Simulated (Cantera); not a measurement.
A freely propagating, adiabatic, planar premixed flame of H2 : O2 : N2 = 1 : 0.217 : 0.817 (molar parts), equivalence ratio 2.3, unburnt at 625 K and 0.227 atm; mixture-averaged transport, grid criteria slope 0.08 and curve 0.16, no radiation.

Cantera simulation using the H2/O2 subset of GRI-Mech 3.0, which has no nitrogen chemistry; the numbers are that mechanism's predictions, not measurements. Burning velocities carry a grid error of a few per cent, more on coarse grids.

Problem. How do the results move with these cheaper or finer settings: unity-Lewis-number transport; multicomponent transport; multicomponent+Soret transport; grid criteria slope 0.5, curve 1; grid criteria slope 0.25, curve 0.5; grid criteria slope 0.03, curve 0.06?

Solution. 
```
setting                               laminar burning velocity  thermal thickness  peak x(HO2)  peak x(OH)  grid points
------------------------------------  ------------------------  -----------------  -----------  ----------  -----------
as above                                              787 cm/s            3.13 mm      5.95e-5     0.00370          146
unity-Lewis-number transport                          482 cm/s            2.74 mm      5.39e-5     0.00365          129
multicomponent transport                              766 cm/s            3.15 mm      5.94e-5     0.00369          146
multicomponent+Soret transport                        746 cm/s            3.10 mm      5.97e-5     0.00367          147
grid criteria slope 0.5, curve 1                     1030 cm/s            5.40 mm      5.61e-5     0.00381           45
grid criteria slope 0.25, curve 0.5                   839 cm/s            3.60 mm      5.87e-5     0.00375           79
grid criteria slope 0.03, curve 0.06                  772 cm/s            3.01 mm      5.97e-5     0.00367          303
```
The base run took about 1.3 core-seconds (a rough figure).
Unity Lewis numbers drop preferential diffusion, which matters most where H2 and H carry the flame; Soret adds thermal diffusion.
